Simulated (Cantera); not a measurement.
What does this Cantera script print?

```python
import numpy as np
import cantera as ct

gas_names = """
    Fe FeO Fe(OH)2 H HO2 H2 H2O H2O2 H2S H2SO4 O OH O2 O3 S SH SO SO2 SO3 S2 S2O S8
""".split()
cond_names = """
    Fe(a) Fe(c) Fe(d) Fe(L) FeO(s) FeO(L) Fe(OH)2(s) Fe(OH)3(s) FeS(a) FeS(b) FeS(c) FeS(L) FeSO4(s)
    FeS2(s) Fe2O3(s) Fe2S3O12(s) Fe3O4(s) H2O(s) H2O(L) H2SO4(L) S(cr1) S(cr2) S(L)
""".split()


# ... load() reads the species with a 1 bar reference pressure and builds the phases ...
atoms = {
    'FeS2': {'Fe': 1, 'S': 2},
    'H2S': {'H': 2, 'S': 1},
    'H2O': {'H': 2, 'O': 1},
    'SO3': {'S': 1, 'O': 3},
}
top_T = {'FeSO4(s)': 950, 'FeS2(s)': 1010, 'Fe2O3(s)': 1830, 'Fe2S3O12(s)': 1100, 'Fe3O4(s)': 1870}  # K; cautious upper limits of use, not melting points


# ... equilibrate(T, P, feed) seeds the gas with the atoms and calls Mixture.equilibrate('TP', solver="vcs", rtol=1e-11, max_steps=5000) ...
results = []
feed = {'FeS2': 1, 'H2S': 0.24, 'H2O': 0.059, 'SO3': 1.1}  # mol
T = 1223  # K
P = 17000  # Pa
mix = equilibrate(T, P, feed)
results.append((T, P, feed, dict(zip(mix.species_names, mix.species_moles))))
x = sorted(zip(gas.X, gas.species_names), reverse=True)
print(f"T = {T:g} K  P = {P:g} Pa  gas = {mix.phase_moles(0):.4g} mol")
print("   x: " + "  ".join(f"{s} {v:.3e}" for v, s in x if v > 0.001))
print("   condensed (mol): " + ("  ".join(f"{mix.phase(i).name} {mix.phase_moles(i):.4g}"
      for i in range(1, mix.n_phases) if mix.phase_moles(i) > 1e-12) or "none"))
```

Output:

```
T = 1223 K  P = 17000 Pa  gas = 2.228 mol
   x: SO2 6.868e-01  S2 1.705e-01  H2O 1.257e-01  S2O 7.567e-03  H2S 6.436e-03  H2 2.010e-03
   condensed (mol): FeS(c) 1
```

Method: chemical equilibrium by Gibbs-energy minimisation in Cantera with the NASA 1993 tables (ideal gas, pure condensed phases). FeS: taken at fixed stoichiometry. Gases not in the tables: S3 to S7.
